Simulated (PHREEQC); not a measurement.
A column of 0.1 m (40 cells, dispersivity 0.005 m, 300 s a shift, diffusion coefficient 3e-10 m²/s) holds 0.00086 eq of the database's cation exchanger X per kg of pore water, first in equilibrium with 0.00078 mol NaCl and 1e-05 mol HCl per kg of water. It is flushed with 0.0011 mol KBr, 0.00038 mol BaCl2 and 1e-05 mol HCl per kg of water, at 25 °C. Values are for the last cell. The system is closed to CO2. Nothing may precipitate in this run.

The series has 31 steps of pore volumes, from 0 to 3.013.

Equilibrium calculation in PHREEQC: ion-association model, phreeqc.dat.

### Question
After how many pore volumes does K at the outlet first reach half of its feed value?

### Answer
By 1.3 pore volumes; it later peaks at 0.00169 mol/kgw, above the feed's 0.00110.

### Question
After how many pore volumes does Br at the outlet first reach half of its feed value?

### Answer
By 1.0 pore volumes.

### Question
After how many pore volumes does Ba at the outlet first reach half of its feed value?

### Answer
By 2.0 pore volumes.
